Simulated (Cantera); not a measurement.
**Si + NF3 + N2 (silicon etching in halogen gases)**

Input: 1 mol Si, 3.6 mol NF3, 24 mol N2, equilibrated at 10.0 Torr.

Cantera equilibrium calculation (NASA polynomials, part measured and part estimated; ideal gas, pure solids and liquids). Candidate condensed phases: Si, Si3N4; 16 gas species. Rates play no part.

| T (°C) | x N2 | x F | x F2 | x SiF4 |
|---|---|---|---|---|
| 575 | 0.837 | 0.0424 | 0.0861 | 0.0325 |
| 625 | 0.823 | 0.0736 | 0.0709 | 0.0319 |
| 675 | 0.807 | 0.111 | 0.0506 | 0.0313 |
| 725 | 0.792 | 0.147 | 0.0310 | 0.0307 |
| 775 | 0.781 | 0.173 | 0.0166 | 0.0303 |
| 825 | 0.774 | 0.188 | 0.00828 | 0.0300 |
| 875 | 0.771 | 0.195 | 0.00407 | 0.0299 |
x: gas mole fraction; nothing condenses.

From 575 °C to 875 °C nothing is condensed. The main Si-bearing gas is SiF4 throughout.
